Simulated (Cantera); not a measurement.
# Al + N2 (aluminium nitride and oxide growth)

Charge: 1 mol Al, a varied amount of N2, held at 2175 K and 20.0 mbar.

Equilibrium computed with Cantera from the NASA thermochemical tables; the gas is ideal and each condensed phase is pure. Candidate condensed phases: Al, AlN; 5 gas species. Kinetics and transport are ignored.

| n(N2) (mol) | x N2 | x Al | x Al2 | x N | n AlN(s) |
|---|---|---|---|---|---|
| 1.3 | 0.833 | 0.167 | 7.39e-5 | 5.95e-8 | 0.821 |
| 7.2 | 0.878 | 0.122 | 3.92e-5 | 6.11e-8 | 0 |
| 13 | 0.929 | 0.0714 | 1.34e-5 | 6.28e-8 | 0 |
| 19 | 0.950 | 0.0500 | 6.59e-6 | 6.35e-8 | 0 |
| 25 | 0.962 | 0.0385 | 3.90e-6 | 6.39e-8 | 0 |
| 31 | 0.969 | 0.0312 | 2.57e-6 | 6.41e-8 | 0 |
| 37 | 0.974 | 0.0263 | 1.83e-6 | 6.43e-8 | 0 |
x: gas mole fraction; n: condensed amount in mol.

At 1.3 mol N2 the condensed part is AlN(s). From 7.2 mol N2 to 37 mol N2 nothing is condensed. The main Al-bearing gas is Al throughout.
